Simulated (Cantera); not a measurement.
An isothermal, constant-pressure homogeneous reactor starts with N₂O : N₂ = 1 : 0.8 (molar parts), at 1073 K and 0.0210 bar.

Computed with Cantera and GRI-Mech 3.0 (53 species, 325 reactions). GRI-Mech 3.0 was tuned for natural gas; its chemistry of N2O as a main component is partial and can be far from experiment. Radical loss at walls, strong at low pressure, is not modelled. The mechanism lacks the step 2 NO + O2 → 2 NO2, which can matter for NO2 below about 1400 K. The temperature is held fixed by assumption; the heat of reaction is taken as removed at once.

### Question
Predict: x(N₂O) at 100 s; x(N₂) at 100 s; x(NO₂) at 100 s; x(NO) at 100 s; x(O₂) at 100 s; x(O) at 100 s.

### Answer
- x(N₂O) at 100 s = 0.498 (gas-phase equilibrium 7.47e-10)
- x(N₂) at 100 s = 0.478 (gas-phase equilibrium 0.783)
- x(NO₂) at 100 s = 8.08e-7 (gas-phase equilibrium 3.32e-7)
- x(NO) at 100 s = 0.00270 (gas-phase equilibrium 6.74e-5)
- x(O₂) at 100 s = 0.0213 (gas-phase equilibrium 0.217)
- x(O) at 100 s = 1.97e-7 (gas-phase equilibrium 4.03e-9)
